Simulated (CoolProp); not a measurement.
Chloromethane (R40) along the isobar 33.9 MPa: density (kg/m³) from the reference equation and from simpler models built on Tc = 145.5 °C, pc = 6.929 MPa, ω = 0.150; each cubic takes its own stable root.

Model: reference Helmholtz-energy equation of state, Thol 2014, in CoolProp.

| T (°C) | phase | reference |
|---|---|---|
| 89.25 | liquid | 866.3 |
| 101.05 | liquid | 846.2 |
| 112.95 | liquid | 825.6 |
| 124.75 | liquid | 804.8 |
| 136.65 | liquid | 783.3 |
| 148.55 | supercritical | 761.5 |
| 160.35 | supercritical | 739.3 |
| 172.25 | supercritical | 716.6 |

Question: How far does each simpler model (van der Waals, Redlich-Kwong, Soave-Redlich-Kwong, Peng-Robinson) lie from the reference over these 8 states: mean and median of the absolute difference, and the worst?

Answer: 
- van der Waals: mean 28.7 %, median 28.9 %, worst -31.4 % at 89.25 °C and 33.9 MPa
- Redlich-Kwong: mean 7.8 %, median 7.8 %, worst -7.8 % at 101.05 °C and 33.9 MPa
- Soave-Redlich-Kwong: mean 7.5 %, median 7.5 %, worst -8.3 % at 172.25 °C and 33.9 MPa
- Peng-Robinson: mean 3.1 %, median 3.3 %, worst +4.3 % at 89.25 °C and 33.9 MPa
